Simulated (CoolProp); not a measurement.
R115 along the isobar 29.6 bar: density (kg/m³) from the reference equation and from simpler models built on Tc = 353.1 K, pc = 31.29 bar, ω = 0.248; each cubic takes its own stable root.

Model: reference Helmholtz-energy equation of state, Lemmon 2016, in CoolProp.

```csv
T (K),phase,reference
278,liquid,1397
293.9,liquid,1329
309.7,liquid,1253
325.6,liquid,1159
341.5,liquid,1024
357.4,gas,283.0
373.3,gas,222.8
389.2,gas,193.9
405,gas,175.1
420.9,gas,161.0
436.8,gas,149.8
452.7,gas,140.7
```

### Question
How far does each simpler model (van der Waals, Soave-Redlich-Kwong) lie from the reference over these 12 states: mean and median of the absolute difference, and the worst?

### Answer
- van der Waals: mean 16.8 %, median 5.1 %, worst -37.2 % at 341.5 K and 29.6 bar
- Soave-Redlich-Kwong: mean 5.0 %, median 2.1 %, worst -16.7 % at 341.5 K and 29.6 bar
